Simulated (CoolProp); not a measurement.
A single-stage vapour-compression cycle with isobutane: evaporating at 228.15 K (dew point), condensing at 264.15 K (bubble point), superheat 0 K, subcooling 8 K, compressor efficiency 0.85, no pressure losses. Each further row changes one setting.

Values from CoolProp's reference Helmholtz-energy equation of state, Bücker 2006.

```
case                              cooling COP  pressure ratio  discharge temperature (K)  refrigerating effect (kJ/kg)  volumetric capacity (kJ/m³)
--------------------------------  -----------  --------------  -------------------------  ----------------------------  ---------------------------
as stated                                 ___            5.10                      276.2                           333                          229
evaporating temperature 233.15 K         6.05            3.93                        ___                           339                          297
condensing temperature 259.15 K          5.93             ___                      270.3                           344                          236
subcooling 13 K                          5.17            5.10                      276.2                           344                          236
superheat 10 K                           5.00            5.10                      286.5                           347                          228
compressor efficiency 0.75               4.42            5.10                        ___                           333                          229
```

Q: What belongs in the gaps?

A: 
- as stated, cooling COP: 5.01
- evaporating temperature 233.15 K, discharge temperature (K): 273.7
- condensing temperature 259.15 K, pressure ratio: 4.19
- compressor efficiency 0.75, discharge temperature (K): 281.7
